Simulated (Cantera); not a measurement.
Feed: 1 mol trisilylamine, 0.13 mol NH₃, equilibrated at 1450 K and 0.00133 bar.

These are equilibrium values from Cantera (NASA tables, ideal gas, pure condensed phases), not measurements of a reactor. Candidate condensed phases: Si, Si₃N₄; 18 gas species. The feed counts by its element totals alone. Mutual solubility and eutectic melting of coexisting phases are not modelled. Kinetics and transport are ignored.

Base state: H₂ 0.987, N₂ 0.0128, H 0.000257 (mole fractions); condensed: Si(s) + Si₃N₄(s).

What changes in the equilibrium state with this change: NH₃ from 0.13 to 4.9 mol?


| species | before | after |
|---|---|---|
| H₂ | 0.987 | 0.926 |
| N₂ | 0.0128 | 0.0742 |
| H | 0.000257 | 0.000249 |
| Si(s), mol | 2.24 | 0 |
| Si₃N₄(s), mol | 0.252 | 1.000 |
